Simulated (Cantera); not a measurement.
Carbon deposition, reforming and gasification: C₂H₂ + CO₂ + H₂

Input: 1 mol C₂H₂, 0.036 mol CO₂, a varied amount of H₂, equilibrated at 250 °C and 0.690 bar.

Cantera equilibrium calculation (NASA polynomials, part measured and part estimated; ideal gas, pure solids and liquids). Candidate condensed phases: C, C₆H₆, C₇H₈, C₈H₁₈, H₂O; 110 gas species. The numbers say what is thermodynamically allowed, not how fast it happens.

| n(H₂) (mol) | x CH₄ | x H₂ | x H₂O | x CO₂ | x CO | x C₂H₆ | n C(graphite) |
|---|---|---|---|---|---|---|---|
| 0.34 | 0.866 | 0.0345 | 0.0982 | 0.000994 | 3.88e-6 | 1.69e-6 | 1.41 |
| 0.49 | 0.876 | 0.0346 | 0.0890 | 0.000807 | 3.50e-6 | 1.71e-6 | 1.34 |
| 0.7 | 0.886 | 0.0349 | 0.0786 | 0.000622 | 3.07e-6 | 1.74e-6 | 1.24 |
| 1 | 0.897 | 0.0351 | 0.0674 | 0.000451 | 2.62e-6 | 1.78e-6 | 1.09 |
| 1.4 | 0.908 | 0.0353 | 0.0566 | 0.000315 | 2.18e-6 | 1.81e-6 | 0.893 |
| 2 | 0.919 | 0.0355 | 0.0456 | 0.000202 | 1.75e-6 | 1.84e-6 | 0.599 |
| 2.9 | 0.929 | 0.0357 | 0.0354 | 0.000120 | 1.35e-6 | 1.87e-6 | 0.158 |
| 4.1 | 0.664 | 0.312 | 0.0235 | 6.49e-9 | 9.59e-10 | 1.10e-7 | 0 |
| 5.9 | 0.419 | 0.567 | 0.0148 | 1.49e-10 | 6.36e-11 | 2.40e-8 | 0 |
| 8.4 | 0.276 | 0.714 | 0.00978 | 1.71e-11 | 1.39e-11 | 8.30e-9 | 0 |
| 12 | 0.186 | 0.808 | 0.00657 | 3.15e-12 | 4.32e-12 | 3.31e-9 | 0 |
| 17 | 0.128 | 0.868 | 0.00451 | <1e-12 | 1.64e-12 | 1.45e-9 | 0 |
| 25 | 0.0850 | 0.912 | 0.00300 | <1e-12 | <1e-12 | 6.13e-10 | 0 |
x: gas mole fraction; n: condensed amount in mol.

From 0.34 mol H₂ to 2.9 mol H₂ the condensed part is C(graphite). From 4.1 mol H₂ to 25 mol H₂ nothing is condensed. The main C-bearing gas is CH₄ throughout.
